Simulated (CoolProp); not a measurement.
R115 at several states: Z from the reference equation and from simpler models built on Tc = 80.0 °C, pc = 3.129 MPa, ω = 0.248; each cubic takes its own stable root.

Model: reference Helmholtz-energy equation of state, Lemmon 2016, in CoolProp.

```csv
T (°C),p (MPa),phase,reference,Redlich-Kwong,Peng-Robinson
-48.75,0.289,liquid,0.01514,0.01648,0.01413
46.85,4.43,liquid,0.2109,0.2389,0.2053
109.75,3.74,supercritical,0.5968,0.5788,0.5845
```
